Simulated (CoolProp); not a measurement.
Vapour-liquid equilibrium of methanol (1) + hexamethyldisiloxane (MM) (2) at 426.4 K; x and y are mole fractions of (1).

The numbers come from the multi-fluid Helmholtz-energy mixture model, de Reuck 1993 and Thol 2016; pair parameters Bell 2016 in CoolProp.

Give the bubble pressure and the first vapour's composition at x = 0.45, 0.75, 0.85. Is there an azeotrope?

x = 0.45: 1.029 MPa, y = 0.714; x = 0.75: 1.302 MPa, y = 0.858; x = 0.85: 1.381 MPa, y = 0.910. No azeotrope shows between x = 0.05 and 0.95.

The pair parameters rest on a limited set of measurements; away from them the model extrapolates.
